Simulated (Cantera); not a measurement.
# Na2CO3 + H2O (calcination and drying)

Input: 1 mol Na2CO3, 0.42 mol H2O, held at 10.0 mbar.

Method: chemical equilibrium by Gibbs-energy minimisation in Cantera with the NASA 1993 tables (ideal gas, pure condensed phases). Candidate condensed phases: C, C6H6, C7H8, C8H18, H2O, Na, NaOH, NaO2, Na2CO3, Na2O, Na2O2; 117 gas species. Equilibrium is a limit: real reactors are often held back by kinetics, nucleation or transport.

| T (K) | x NaOH | x Na | x CO2 | x O2 | x H2O | x NaO | x CO | n Na2CO3(l) |
|---|---|---|---|---|---|---|---|---|
| 1500 | 0.449 | 0.133 | 0.292 | 0.0332 | 0.0907 | 0.000626 | 7.84e-5 | 0.612 |
| 1550 | 0.288 | 0.317 | 0.303 | 0.0787 | 0.0108 | 0.00215 | 0.000109 | 0.176 |
| 1600 | 0.229 | 0.367 | 0.299 | 0.0911 | 0.0112 | 0.00253 | 0.000197 | 0 |
| 1650 | 0.209 | 0.379 | 0.295 | 0.0942 | 0.0194 | 0.00252 | 0.000362 | 0 |
| 1700 | 0.185 | 0.394 | 0.290 | 0.0980 | 0.0295 | 0.00254 | 0.000636 | 0 |
| 1750 | 0.158 | 0.410 | 0.284 | 0.102 | 0.0403 | 0.00257 | 0.00108 | 0 |
| 1800 | 0.133 | 0.426 | 0.279 | 0.106 | 0.0507 | 0.00260 | 0.00176 | 0 |
x: gas mole fraction; n: condensed amount in mol.

From 1500 K to 1550 K the condensed part is Na2CO3(l). From 1600 K to 1800 K nothing is condensed. The main Na-bearing gas is NaOH at 1500 K and Na at 1800 K.
